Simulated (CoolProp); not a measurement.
Vapour-liquid equilibrium of carbon dioxide (1) + carbonyl sulfide (2) at 731 kPa; x and y are mole fractions of (1).

The numbers come from the multi-fluid Helmholtz-energy mixture model, Span 1996 and Lemmon 2006; pair parameters Bell 2016 in CoolProp.

```tsv
x	bubble temperature (°C)	y at the bubble point	dew temperature at overall composition x (°C)	liquid density (mol/L)
0.05	-6.5	0.281	2.3	18.05
0.15	…	…	-1.4	19.03
0.25	-28.3	0.703	-5.2	19.83
0.35	-33.5	0.776	-9.4	20.56
0.45	-37.1	0.824	-14.0	21.27
0.55	-39.8	0.860	-19.1	22.00
0.65	-42.0	…	-24.9	22.77
0.75	-43.9	0.918	-31.5	23.61
0.85	-45.7	0.948	-39.0	24.52
0.95	-47.4	…	-45.8	25.54
```

**Question.** Fill in the missing entries.

**Answer.** 
- 0.15, bubble temperature (°C): -20.2
- 0.15, y at the bubble point: 0.570
- 0.65, y at the bubble point: 0.890
- 0.95, y at the bubble point: 0.981

No azeotrope shows between x = 0.05 and 0.95.

Pair parameters are fitted to limited data, so mixtures are less certain than the pure fluids.
